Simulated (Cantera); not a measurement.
Cantera with NASA thermochemical tables; ideal gases at 1 bar, condensed phases pure. Values are per mole of reaction as written; species without (g) are pure solids or liquids, kept so even where they would boil at 1 bar.

**Question.** Between 300 and 1598 K, where is each reaction favourable under standard conditions?
- Ta₂O₅ + 5 N₂(g) ⇌ 2 Ta + 5 N₂O(g)
- N(g) + TaO₂(g) ⇌ NO₂(g) + Ta

**Answer.** 
- Ta₂O₅ + 5 N₂(g) ⇌ 2 Ta + 5 N₂O(g): ΔG° is 2429 kJ at 300 K and 2355 kJ at 1598 K; it stays positive (K < 1). ΔH° is 2432 kJ and ΔS° 48 J/K at 1598 K.
- N(g) + TaO₂(g) ⇌ NO₂(g) + Ta: ΔG° is -192 kJ at 300 K and 5 kJ at 1598 K; it changes sign between 1398 and 1598 K. ΔH° is -233 kJ and ΔS° -149 J/K at 1598 K.
